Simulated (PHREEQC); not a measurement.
1 kg of water meets 20 L of dry gas (N2 0.59, O2 0.41 by moles) at fixed total pressure, at 80 °C; fugacities by Peng-Robinson. The gases take part in no redox reaction, some water evaporates into the gas, and hydrates or a liquid gas phase aren't modelled. Precipitation was switched off in this run.

Model: ion-association model, phreeqc.dat, run in PHREEQC.

**Question.** Predict dissolved N2 (mol/kgw) at P (atm) = 10, 150, 200, 400.

**Answer.** 
```
P (atm)  dissolved N2 (mol/kgw)
-------  ----------------------
10                      0.00254
150                      0.0351
200                      0.0451
400                      0.0799
```

Away from 25 °C the constants follow the database's enthalpies or fits; those with neither stay at their 25 °C values.
